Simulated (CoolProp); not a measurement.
Octamethylcyclotetrasiloxane (D4) along the isotherm 346.85 °C: fugacity coefficient from the reference equation and from simpler models built on Tc = 313.4 °C, pc = 1.347 MPa, ω = 0.598; each cubic takes its own stable root.

Values from CoolProp's reference Helmholtz-energy equation of state, Thol 2015.

```tsv
p (MPa)	phase	reference
0.518	gas	0.8931
1.04	gas	0.7897
1.55	supercritical	0.6916
2.07	supercritical	0.5944
2.59	supercritical	0.5148
3.11	supercritical	0.4584
3.63	supercritical	0.4179
4.15	supercritical	0.3877
4.66	supercritical	0.3652
5.18	supercritical	0.3472
5.7	supercritical	0.3332
6.22	supercritical	0.3220
6.74	supercritical	0.3131
```

**Question.** How far does each simpler model (Redlich-Kwong, Soave-Redlich-Kwong, Peng-Robinson) lie from the reference over these 13 states: mean and median of the absolute difference, and the worst?

**Answer.** 
- Redlich-Kwong: mean 1.1 %, median 0.8 %, worst -2.9 % at 346.85 °C and 2.07 MPa
- Soave-Redlich-Kwong: mean 6.4 %, median 7.1 %, worst +11.2 % at 346.85 °C and 6.74 MPa
- Peng-Robinson: mean 0.8 %, median 0.7 %, worst -1.7 % at 346.85 °C and 1.55 MPa
